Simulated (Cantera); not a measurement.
Charge: 1 mol n-butane, 0.92 mol O2, 0.21 mol N2, at 0.370 bar.

Method: chemical equilibrium by Gibbs-energy minimisation in Cantera with the NASA 1993 tables (ideal gas, pure condensed phases). Candidate condensed phases: C, C6H6, C7H8, C8H18, H2O; 169 gas species. Ions and electrons are included (thermal ionisation). Rates play no part.

Q: At 3500 K, list the 4 most abundant gas species with their mole fractions, and the condensed phases.

A: H 0.466, H2 0.230, CO 0.187, C3 0.0290. Condensed: gas only.
